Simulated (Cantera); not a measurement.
Cantera run:

```python
import numpy as np
import cantera as ct

gas_names = [...]  # 151 gases of nasa_gas.yaml made of C, H, N, O, Si
cond_names = """
    C(gr) C6H6(L) C7H8(L) C8H18(L),n-octa H2O(s) H2O(L) Si(cr) Si(L) SiC(b) SiO2(Lqz) SiO2(hqz) SiO2(L)
    Si2N2O(s) Si3N4(a)
""".split()


# ... load() reads the species with a 1 bar reference pressure and builds the phases ...
atoms = {
    'SiC': {'Si': 1, 'C': 1},
    'H2O': {'H': 2, 'O': 1},
    'N2': {'N': 2},
}
top_T = {'C(gr)': 4500, 'SiC(b)': 3050, 'Si2N2O(s)': 2100, 'Si3N4(a)': 2400}  # K; cautious upper limits of use, not melting points


# ... equilibrate(T, P, feed) seeds the gas with the atoms and calls Mixture.equilibrate('TP', solver="vcs", rtol=1e-11, max_steps=5000) ...
results = []
feed = {'SiC': 1, 'H2O': 0.0015, 'N2': 1.9}  # mol
T = 1948  # K
P = 7700  # Pa
mix = equilibrate(T, P, feed)
results.append((T, P, feed, dict(zip(mix.species_names, mix.species_moles))))
print(gas.report(threshold=0.0001))
for i in range(1, mix.n_phases):
    print(f"{mix.phase(i).name:16s} {mix.phase_moles(i):12.5e} mol")
```

It prints:

```
       temperature   1948 K
          pressure   7700 Pa
           density   0.013311 kg/m^3
  mean mol. weight   27.998 kg/kmol
   phase of matter   gas

                          1 kg             1 kmol
                     ---------------   ---------------
          enthalpy        1.9369e+06        5.4229e+07  J
   internal energy        1.3584e+06        3.8032e+07  J
           entropy            9732.7         2.725e+05  J/K
    Gibbs function       -1.7022e+07        -4.766e+08  J
 heat capacity c_p            1282.5             35907  J/K
 heat capacity c_v            985.51             27593  J/K

                      mass frac. Y      mole frac. X     chem. pot. / RT
                     ---------------   ---------------   ---------------
                CO        0.00045433        0.00045414           -44.699
                 H        3.9215e-06        0.00010892           -14.602
                H2        5.1516e-05        0.00071546           -29.203
                N2           0.99876            0.9982           -29.418
                Si        0.00012874        0.00012835           -6.5894
               SiO        0.00052578        0.00033393           -46.332
     [ +145 minor]        7.4565e-05        5.6502e-05

C(gr)             0.00000e+00 mol
Si(L)             0.00000e+00 mol
SiC(b)            9.99062e-01 mol
SiO2(L)           0.00000e+00 mol
Si2N2O(s)         0.00000e+00 mol
Si3N4(a)          0.00000e+00 mol
```

Cantera equilibrium calculation (NASA polynomials, part measured and part estimated; ideal gas, pure solids and liquids). The tables' values for SiN are old estimates; treat these amounts as uncertain.
